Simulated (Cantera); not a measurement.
**Hydrocarbon pyrolysis for carbon deposition**

An isothermal, constant-pressure homogeneous reactor starts with C2H6 : N2 = 1 : 15 (molar parts), at 1650 K and 100 Pa.

Cantera simulation using GRI-Mech 3.0 (53 species, 325 reactions); the numbers are that mechanism's predictions, not measurements. GRI-Mech 3.0 stops at C3 and has no aromatics, soot or wall deposition, so with more carbon than oxygen in the feed, carbon stays in small species such as C2H2 where larger ones or solid carbon would form. Radical loss at walls, strong at low pressure, is not modelled.

| t (s) | x C2H6 | x CH4 | x C2H | x HCN | x C2H2 | x H | x CH3 |
|---|---|---|---|---|---|---|---|
| 0.000700 | 0.0599 | 7.38e-5 | <1e-12 | 1.64e-11 | 7.10e-9 | 2.40e-5 | 0.00452 |
| 0.00242 | 0.0520 | 0.000793 | 7.58e-10 | 5.02e-8 | 7.13e-6 | 0.000335 | 0.0133 |
| 0.00839 | 0.0195 | 0.00700 | 5.15e-7 | 1.89e-6 | 0.00213 | 0.00128 | 0.0263 |
| 0.0290 | 0.000142 | 0.0162 | 2.84e-6 | 8.94e-6 | 0.0281 | 0.00150 | 0.00733 |
| 0.101 | 5.55e-6 | 0.0145 | 1.29e-6 | 1.13e-5 | 0.0440 | 0.000572 | 0.00185 |
| 0.348 | 1.56e-6 | 0.0125 | 7.39e-7 | 1.20e-5 | 0.0489 | 0.000319 | 0.000843 |
| 1.21 | 5.52e-7 | 0.0103 | 4.97e-7 | 1.26e-5 | 0.0506 | 0.000216 | 0.000460 |
| 4.17 | 2.24e-7 | 0.00752 | 4.28e-7 | 1.32e-5 | 0.0520 | 0.000189 | 0.000284 |
| 14.4 | 7.13e-8 | 0.00365 | 5.27e-7 | 1.48e-5 | 0.0538 | 0.000238 | 0.000165 |
| 50.0 | 6.10e-9 | 0.000723 | 9.04e-7 | 2.04e-5 | 0.0552 | 0.000412 | 5.50e-5 |
x: mole fraction; the columns are a selection and need not sum to one.

Equilibrium at this temperature and pressure: C2H6 <1e-12, CH4 1.02e-6, C2H 7.66e-7, HCN 0.0707, C2H2 0.0202, H 0.000962, CH3 1.80e-7 (gas phase only).
